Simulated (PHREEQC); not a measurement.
Solution (20 °C): 0.013 mol/kgw KH2PO4. Closed to the air; pH follows from the charge balance.

The numbers come from PHREEQC with the ion-association model, wateq4f.dat.

Question: The ionic strength comes out as 0.0131 mol/kgw. What activity coefficients do H2PO4-, K+, H+, HPO4-2 get?

Answer: H2PO4- 0.90, K+ 0.89, H+ 0.91, HPO4-2 0.64.

Precipitation was switched off in this run. Complexes and solids missing from the database can't appear. H3PO4, which wateq4f.dat lacks, is added to it with the constant of phreeqc.dat.
